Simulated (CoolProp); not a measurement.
Vapour-liquid equilibrium of R143a (1) + fluoroethane (R161) (2) at 0.788 MPa; x and y are mole fractions of (1).

Model: multi-fluid Helmholtz-energy mixture model, Lemmon and Jacobsen 2000 and Wu 2012; pair parameters Bell 2016, in CoolProp.

Q: Give the bubble temperature and the first vapour's composition at x = 0.05, 0.15, 0.85. Is there an azeotrope?

A: x = 0.05: 291.7 K, y = 0.066; x = 0.15: 290.3 K, y = 0.191; x = 0.85: 282.5 K, y = 0.878. No azeotrope shows between x = 0.05 and 0.95.

The pair parameters rest on a limited set of measurements; away from them the model extrapolates.
